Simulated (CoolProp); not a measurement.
The numbers come from the reference Helmholtz-energy equation of state, Kamei 1995 in CoolProp.

Task: Give the vapour pressure (kPa), enthalpy of vaporisation (kJ/kg), surface tension (mN/m), liquid viscosity (µPa s) of saturated R22 at 331.7, 351.5, 361.4 K.

Result: 
| T (K) | p (kPa) | enthalpy of vaporisation (kJ/kg) | surface tension (mN/m) | liquid viscosity (µPa s) |
|---|---|---|---|---|
| 331.7 | 2350 | 142 | 3.64 | 85.1 |
| 351.5 | 3550 | 106 | 1.41 | 64.9 |
| 361.4 | 4300 | 76.8 | 0.493 | 54.5 |

Viscosity comes from a separate model (Bell 2016), an estimate that may be off by 10 % or more. Surface tension comes from a separate correlation (Mulero 2012).
